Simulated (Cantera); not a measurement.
N2O furnace oxynitridation

An isothermal, constant-pressure homogeneous reactor starts with 28.5 % N₂O, 0.342 % H₂, 71.2 % N₂, at 1275 K and 760 Torr.

Computed with Cantera and GRI-Mech 3.0 (53 species, 325 reactions). GRI-Mech 3.0 was tuned for natural gas; its chemistry of N2O as a main component is partial and can be far from experiment. The mechanism lacks the step 2 NO + O2 → 2 NO2, which can matter for NO2 below about 1400 K. The temperature is held fixed by assumption; the heat of reaction is taken as removed at once.

```json
[
 {"t (s)": "4.00e-5", "x N₂O": "0.285", "x H₂": "0.00341", "x N₂": "0.712", "x H₂O": "6.37e-6", "x H": "7.35e-7", "x NO": "2.05e-6", "x HO₂": "9.33e-8"},
 {"t (s)": "8.92e-5", "x N₂O": "0.285", "x H₂": "0.00337", "x N₂": "0.712", "x H₂O": "4.01e-5", "x H": "1.66e-6", "x NO": "6.21e-6", "x HO₂": "5.41e-7"},
 {"t (s)": "0.000199", "x N₂O": "0.284", "x H₂": "0.00320", "x N₂": "0.712", "x H₂O": "0.000197", "x H": "3.00e-6", "x NO": "1.79e-5", "x HO₂": "1.93e-6"},
 {"t (s)": "0.000443", "x N₂O": "0.284", "x H₂": "0.00268", "x N₂": "0.713", "x H₂O": "0.000718", "x H": "3.68e-6", "x NO": "4.80e-5", "x HO₂": "3.18e-6"},
 {"t (s)": "0.000988", "x N₂O": "0.282", "x H₂": "0.00165", "x N₂": "0.714", "x H₂O": "0.00174", "x H": "2.39e-6", "x NO": "0.000106", "x HO₂": "3.32e-6"},
 {"t (s)": "0.00220", "x N₂O": "0.280", "x H₂": "0.000648", "x N₂": "0.715", "x H₂O": "0.00275", "x H": "7.21e-7", "x NO": "0.000209", "x HO₂": "2.75e-6"},
 {"t (s)": "0.00491", "x N₂O": "0.278", "x H₂": "0.000154", "x N₂": "0.717", "x H₂O": "0.00325", "x H": "1.21e-7", "x NO": "0.000416", "x HO₂": "1.57e-6"},
 {"t (s)": "0.0110", "x N₂O": "0.273", "x H₂": "1.61e-5", "x N₂": "0.719", "x H₂O": "0.00338", "x H": "1.81e-8", "x NO": "0.000879", "x HO₂": "7.74e-7"},
 {"t (s)": "0.0244", "x N₂O": "0.264", "x H₂": "2.01e-7", "x N₂": "0.724", "x H₂O": "0.00338", "x H": "9.31e-9", "x NO": "0.00189", "x HO₂": "4.31e-7"},
 {"t (s)": "0.0545", "x N₂O": "0.245", "x H₂": "3.18e-8", "x N₂": "0.734", "x H₂O": "0.00336", "x H": "9.10e-9", "x NO": "0.00399", "x HO₂": "2.37e-7"},
 {"t (s)": "0.121", "x N₂O": "0.208", "x H₂": "2.75e-8", "x N₂": "0.753", "x H₂O": "0.00330", "x H": "8.39e-9", "x NO": "0.00787", "x HO₂": "1.27e-7"},
 {"t (s)": "0.271", "x N₂O": "0.148", "x H₂": "2.27e-8", "x N₂": "0.783", "x H₂O": "0.00321", "x H": "6.77e-9", "x NO": "0.0138", "x HO₂": "7.02e-8"},
 {"t (s)": "0.604", "x N₂O": "0.0770", "x H₂": "1.58e-8", "x N₂": "0.820", "x H₂O": "0.00311", "x H": "4.09e-9", "x NO": "0.0199", "x HO₂": "4.02e-8"},
 {"t (s)": "1.35", "x N₂O": "0.0236", "x H₂": "7.28e-9", "x N₂": "0.849", "x H₂O": "0.00303", "x H": "1.28e-9", "x NO": "0.0229", "x HO₂": "2.14e-8"},
 {"t (s)": "3.00", "x N₂O": "0.00284", "x H₂": "1.56e-9", "x N₂": "0.860", "x H₂O": "0.00300", "x H": "1.17e-10", "x NO": "0.0234", "x HO₂": "8.10e-9"}
]
```
x: mole fraction; the columns are a selection and need not sum to one.

Equilibrium at this temperature and pressure: N₂O 1.93e-8, H₂ 4.71e-10, N₂ 0.874, H₂O 0.00299, H 1.60e-11, NO 0.000272, HO₂ 3.42e-9 (gas phase only).
